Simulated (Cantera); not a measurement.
An isothermal, constant-pressure homogeneous reactor starts with N2O : N2 = 1 : 1.8 (molar parts), at 1573 K and 2100 Pa.

Cantera simulation using GRI-Mech 3.0 (53 species, 325 reactions); the numbers are that mechanism's predictions, not measurements. GRI-Mech 3.0 was tuned for natural gas; its chemistry of N2O as a main component is partial and can be far from experiment. Radical loss at walls, strong at low pressure, is not modelled. The temperature is held fixed by assumption; the heat of reaction is taken as removed at once.

One state of this run: x N2O = 2.09e-6; x NO2 = 3.78e-5; x NO = 0.0843; x O = 2.42e-5; x N2 = 0.806. x: mole fraction; the columns are a selection and need not sum to one.

Q: Which value of t (s) does it belong to?
A) 0.155
B) 0.000300
C) 80.0
D) 0.0325

A: C, 80.0
